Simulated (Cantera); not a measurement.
Premixed flame

A freely propagating, adiabatic, planar premixed flame of H2 : O2 : N2 = 1 : 0.172 : 0.466 (molar parts), equivalence ratio 2.9, unburnt at 425 K and 9.87 atm; multicomponent+Soret transport, grid criteria slope 0.08 and curve 0.16, no radiation.

Detailed kinetics in Cantera: the H2/O2 subset of GRI-Mech 3.0, which has no nitrogen chemistry. The hydrogen kinetics of GRI-Mech 3.0 are dated; newer H2 mechanisms differ, most at raised pressure. Burning velocities carry a grid error of a few per cent, more on coarse grids.

```tsv
z (mm)	T (K)	u (m/s)	x H2	x O2	x H	x H2O2	x OH	x H2O
-0.0740	425	4.15	0.610	0.105	<1e-8	<1e-8	<1e-8	4.29e-8
-0.0493	425	4.15	0.610	0.105	<1e-8	<1e-8	<1e-8	4.65e-7
-0.0370	426	4.15	0.609	0.105	<1e-8	2.06e-8	<1e-8	4.27e-6
-0.0247	434	4.16	0.602	0.107	<1e-8	5.78e-7	<1e-8	8.97e-5
-0.0123	593	5.22	0.556	0.115	2.93e-5	7.49e-5	2.88e-5	0.00878
-0.00617	941	8.14	0.528	0.0989	0.00185	0.000149	0.000471	0.0458
0	1321	11.5	0.493	0.0680	0.00984	6.42e-5	0.000807	0.106
0.00617	1579	13.8	0.458	0.0368	0.0203	1.07e-5	0.00114	0.164
0.0123	1722	15.1	0.436	0.0168	0.0265	3.67e-6	0.00124	0.201
0.0247	1842	16.2	0.424	0.00329	0.0272	1.12e-6	0.00117	0.227
0.0493	1923	16.8	0.427	0.000230	0.0206	2.16e-7	0.000974	0.233
0.0987	1982	17.3	0.433	9.03e-6	0.0130	6.28e-8	0.000680	0.235
0.197	2022	17.6	0.437	1.46e-6	0.00739	2.25e-8	0.000414	0.236
```
x: mole fraction of selected species; z is measured from the peak of heat release.

```yaml
laminar_burning_velocity: 415 cm/s
thermal_thickness: 0.0247 mm
peak x(H): 0.0280
peak x(H2O2): 0.000150
peak x(OH): 0.00124
grid_points: 123
```
